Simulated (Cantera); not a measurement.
Source: NASA polynomial tables (part measured, part estimated), evaluated in Cantera. Values are per mole of reaction as written; species without (g) are pure solids or liquids, kept so even where they would boil at 1 bar.

5 N(g) + 2 Nb2O5 → 5 NO2(g) + 4 Nb

```csv
T (K),ΔH° (kJ),ΔS° (J/K),ΔG° (kJ),log10 K,condensed phases
1575,1505.2,167.9,1240.8,-41.15,"Nb2O5(s), Nb(s)"
1675,___,___,___,___,"Nb2O5(s), Nb(s)"
1775,1493.4,160.8,1208.0,-35.55,"Nb2O5(s), Nb(s)"
1875,___,___,___,___,"Nb2O5(l), Nb(s)"
1975,___,___,___,___,"Nb2O5(l), Nb(s)"
2075,1235.9,18.5,1197.5,-30.15,"Nb2O5(l), Nb(s)"
2175,___,___,___,___,"Nb2O5(l), Nb(s)"
2275,1204.9,4.2,1195.3,-27.44,"Nb2O5(l), Nb(s)"
2375,1190.3,-2.1,1195.2,-26.29,"Nb2O5(l), Nb(s)"
```

Q: What belongs in the gaps?

A: 
- 1675, ΔH° (kJ): 1499.1
- 1675, ΔS° (J/K): 164.1
- 1675, ΔG° (kJ): 1224.3
- 1675, log10 K: -38.18
- 1875, ΔH° (kJ): 1268.8
- 1875, ΔS° (J/K): 35.2
- 1875, ΔG° (kJ): 1202.9
- 1875, log10 K: -33.51
- 1975, ΔH° (kJ): 1252.1
- 1975, ΔS° (J/K): 26.5
- 1975, ΔG° (kJ): 1199.8
- 1975, log10 K: -31.73
- 2175, ΔH° (kJ): 1220.1
- 2175, ΔS° (J/K): 11.1
- 2175, ΔG° (kJ): 1196.1
- 2175, log10 K: -28.72
